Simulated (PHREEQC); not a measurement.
## Leach liquor: speciation

Make-up at 25 °C and 50 atm: 0.03 mol HCl, 0.0016 mol Al2(SO4)3 and 0.0031 mol MnSO4 per kg of water. Closed to the air; pH follows from the charge balance.

Equilibrium calculation in PHREEQC: ion-association model, phreeqc.dat.

Precipitation was switched off in this run.

Problem. Predict the pH, ionic strength.

Solution. pH 1.64; ionic strength 0.0482 mol/kgw.

Problem. In which forms is Al present?

Solution. AlSO4+ 51 %, Al+3 46 %, Al(SO4)2- 2.1 % of the Al.

Under pressure, the constants of complexes without a molar volume in the database are unreliable.
